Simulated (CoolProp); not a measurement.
Hexamethyldisiloxane (MM) along the isobar 1.64 MPa: density (kg/m³) from the reference equation and from simpler models built on Tc = 518.7 K, pc = 1.931 MPa, ω = 0.418; each cubic takes its own stable root.

Computed with CoolProp (reference Helmholtz-energy equation of state, Thol 2016).

| T (K) | phase | reference | van der Waals | Redlich-Kwong | Peng-Robinson |
|---|---|---|---|---|---|
| 441.3 | liquid | 590.3 | 365.6 | 503.9 | 612.5 |
| 445.8 | liquid | 583.2 | 361.0 | 496.0 | 603.1 |
| 450.4 | liquid | 575.8 | 356.2 | 487.6 | 593.0 |
| 455 | liquid | 568.1 | 351.1 | 478.9 | 582.4 |
| 459.6 | liquid | 560.1 | 345.8 | 469.7 | 571.2 |
| 464.2 | liquid | 551.8 | 340.1 | 460.1 | 559.5 |
| 468.7 | liquid | 543.2 | 334.2 | 450.2 | 547.3 |
| 473.3 | liquid | 534.0 | 327.7 | 439.5 | 534.0 |
| 477.9 | liquid | 524.2 | 320.6 | 428.0 | 519.8 |
| 482.5 | liquid | 513.7 | 312.8 | 415.6 | 504.4 |
| 487.1 | liquid | 502.3 | 303.9 | 402.1 | 487.6 |
| 491.6 | liquid | 490.0 | 293.7 | 387.2 | 469.3 |
| 496.2 | liquid | 475.7 | 280.6 | 369.6 | 448.1 |
| 500.8 | liquid | 458.8 | 115.5 | 347.8 | 423.0 |

At some of these states van der Waals gives the other phase, because its saturation line lies elsewhere.
